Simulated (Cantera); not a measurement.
Cantera run, input and output.

```python
import numpy as np
import cantera as ct

gas = ct.Solution("h2o2.yaml")
gas.TPX = 348, 101325, {'H2': 1, 'O2': 0.185, 'N2': 0.52, 'H2O': 0.064}
flame = ct.FreeFlame(gas, width=0.04)
flame.set_refine_criteria(ratio=3, slope=0.08, curve=0.16)
flame.transport_model = "mixture-averaged"
flame.solve(loglevel=0, auto=True)
z, T = flame.grid, flame.T
thick = (T[-1] - T[0]) / np.gradient(T, z).max()
show = ['H2', 'O2', 'H2O', 'HO2', 'H2O2', 'OH']
print(f"laminar burning velocity  {flame.velocity[0] * 100:.3f} cm/s")
print(f"burnt temperature         {T[-1]:.1f} K")
print(f"thermal thickness         {thick * 1e3:.4f} mm")
print(f"grid points               {len(z)}")
z0 = z[flame.heat_release_rate.argmax()]
print(f"{'z/mm':>9s}{'T/K':>9s}{'u/(m/s)':>9s}" + "".join(f"{s:>11s}" for s in show))
rows = []
for k in (-3, -2, -1.5, -1, -0.5, -0.25, 0, 0.25, 0.5, 1, 2, 4, 8):
    zz = z0 + k * thick
    rows.append([k * thick, np.interp(zz, z, T), np.interp(zz, z, flame.velocity),
                 *(np.interp(zz, z, flame.X[gas.species_index(s)]) for s in show)])
    print(f"{rows[-1][0] * 1e3:9.3f}{rows[-1][1]:9.1f}{rows[-1][2]:9.3f}" + "".join(f"{x:11.3e}" for x in rows[-1][3:]))
```

It prints:

```
laminar burning velocity  366.923 cm/s
burnt temperature         1948.6 K
thermal thickness         0.3451 mm
grid points               125
     z/mm      T/K  u/(m/s)         H2         O2        H2O        HO2       H2O2         OH
   -1.035    348.0    3.669  5.653e-01  1.046e-01  3.618e-02  2.904e-12  2.045e-13  1.783e-15
   -0.690    348.0    3.669  5.653e-01  1.046e-01  3.618e-02  1.552e-10  1.122e-11  6.516e-14
   -0.518    348.0    3.670  5.653e-01  1.046e-01  3.618e-02  7.449e-09  5.499e-10  2.734e-12
   -0.345    348.5    3.674  5.651e-01  1.046e-01  3.620e-02  2.739e-07  2.055e-08  5.475e-10
   -0.173    380.8    3.977  5.600e-01  1.055e-01  3.729e-02  1.493e-04  1.240e-05  1.275e-05
   -0.086    641.2    6.486  5.314e-01  1.003e-01  5.779e-02  3.462e-04  6.849e-05  6.394e-04
    0.000   1023.7   10.066  4.725e-01  7.785e-02  1.130e-01  1.208e-04  1.218e-05  7.221e-04
    0.086   1299.8   12.690  4.058e-01  3.919e-02  1.887e-01  4.834e-05  9.515e-07  1.387e-03
    0.173   1445.0   14.106  3.684e-01  1.282e-02  2.387e-01  1.489e-05  4.180e-07  1.572e-03
    0.345   1560.6   15.177  3.569e-01  1.085e-03  2.623e-01  1.167e-06  2.111e-07  1.566e-03
    0.690   1657.3   16.012  3.642e-01  7.226e-05  2.661e-01  8.671e-08  1.408e-07  1.584e-03
    1.380   1747.4   16.768  3.731e-01  3.341e-05  2.682e-01  4.511e-08  8.123e-08  1.429e-03
    2.760   1822.8   17.388  3.808e-01  1.669e-05  2.702e-01  2.480e-08  3.983e-08  1.129e-03
```

Detailed kinetics in Cantera: the H2/O2 subset of GRI-Mech 3.0, which has no nitrogen chemistry. Burning velocities carry a grid error of a few per cent, more on coarse grids.
